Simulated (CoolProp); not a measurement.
Computed with CoolProp (reference Helmholtz-energy equation of state, Akasaka 2023).

Question: Give the vapour pressure (bar), liquid density (kg/m³), vapour density (kg/m³), enthalpy of vaporisation (kJ/kg) of saturated R1224YDZ at -76.65, -9.05 °C.

Answer: 
```csv
T (°C),p (bar),liquid density (kg/m³),vapour density (kg/m³),enthalpy of vaporisation (kJ/kg)
-76.65,0.00355,1610,0.0323,211
-9.05,0.364,1450,2.53,181
```
